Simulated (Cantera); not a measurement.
**Ammonia decomposition in nitride growth gas**

An isothermal, constant-pressure homogeneous reactor starts with 78.1 % NH₃, 21.9 % H₂, at 1725 K and 0.0500 bar.

Cantera simulation using the gas-phase N/H chemistry of the illustrative SiF4/NH3 mechanism in the Surface Chemkin manual (1991); the numbers are that mechanism's predictions, not measurements. Walls and surfaces, which speed up NH3 decomposition in real reactors, are not modelled.

| t (s) | x NH₃ | x H₂ | x N | x NH₂ | x N₂H₄ | x N₂H₂ | x NH |
|---|---|---|---|---|---|---|---|
| 0.000400 | 0.781 | 0.219 | 2.04e-12 | 9.13e-6 | 2.44e-11 | 9.65e-10 | 2.05e-9 |
| 0.00102 | 0.781 | 0.219 | 4.17e-11 | 2.33e-5 | 1.66e-10 | 8.68e-9 | 1.43e-8 |
| 0.00261 | 0.781 | 0.219 | 7.13e-10 | 5.92e-5 | 1.09e-9 | 6.79e-8 | 9.32e-8 |
| 0.00666 | 0.781 | 0.219 | 9.89e-9 | 0.000146 | 6.68e-9 | 4.96e-7 | 5.51e-7 |
| 0.0170 | 0.780 | 0.219 | 5.46e-8 | 0.000270 | 2.29e-8 | 1.99e-6 | 1.79e-6 |
| 0.0434 | 0.778 | 0.221 | 6.78e-8 | 0.000292 | 2.67e-8 | 2.37e-6 | 2.08e-6 |
| 0.111 | 0.771 | 0.226 | 6.84e-8 | 0.000290 | 2.64e-8 | 2.34e-6 | 2.08e-6 |
| 0.283 | 0.756 | 0.237 | 6.97e-8 | 0.000286 | 2.57e-8 | 2.26e-6 | 2.08e-6 |
| 0.722 | 0.717 | 0.265 | 7.27e-8 | 0.000276 | 2.40e-8 | 2.07e-6 | 2.07e-6 |
| 1.84 | 0.631 | 0.327 | 7.82e-8 | 0.000254 | 2.03e-8 | 1.68e-6 | 2.04e-6 |
| 4.71 | 0.470 | 0.443 | 8.57e-8 | 0.000209 | 1.37e-8 | 1.08e-6 | 1.91e-6 |
| 12.0 | 0.253 | 0.598 | 9.07e-8 | 0.000138 | 5.95e-9 | 4.50e-7 | 1.58e-6 |
| 30.7 | 0.0802 | 0.723 | 8.60e-8 | 6.19e-5 | 1.20e-9 | 9.72e-8 | 1.03e-6 |
| 78.3 | 0.0111 | 0.772 | 6.88e-8 | 1.53e-5 | 7.25e-11 | 7.52e-9 | 4.55e-7 |
| 200 | 0.000732 | 0.780 | 2.29e-8 | 1.73e-6 | <1e-12 | 1.23e-10 | 8.83e-8 |
x: mole fraction; the columns are a selection and need not sum to one.

Equilibrium at this temperature and pressure: NH₃ 5.49e-7, H₂ 0.780, N 1.90e-11, NH₂ 1.34e-9, N₂H₄ <1e-12, N₂H₂ <1e-12, NH 7.06e-11 (gas phase only).
